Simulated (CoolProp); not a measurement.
Octamethylcyclotetrasiloxane (D4) at several states: density (kg/m³) from the reference equation and from simpler models built on Tc = 586.5 K, pc = 1.347 MPa, ω = 0.598; each cubic takes its own stable root.

Values from CoolProp's reference Helmholtz-energy equation of state, Thol 2015.

| T (K) | p (MPa) | phase | reference | van der Waals | Redlich-Kwong | Soave-Redlich-Kwong | Peng-Robinson |
|---|---|---|---|---|---|---|---|
| 356.2 | 5.11 | liquid | 894.2 | 536.4 | 768.7 | 810.0 | 909.2 |
| 309.7 | 0.0137 | liquid | 937.5 | 1.599 | 783.5 | 830.7 | 933.0 |
| 565.4 | 0.233 | gas | 15.88 | 15.62 | 15.78 | 15.83 | 15.95 |
| 554.7 | 0.292 | gas | 20.91 | 20.39 | 20.69 | 20.83 | 21.03 |
| 402.7 | 1.67 | liquid | 832.0 | 491.0 | 704.0 | 758.8 | 855.1 |
| 309.6 | 0.321 | liquid | 938.1 | 530.6 | 785.0 | 831.4 | 933.6 |

At some of these states van der Waals gives the other phase, because its saturation line lies elsewhere.
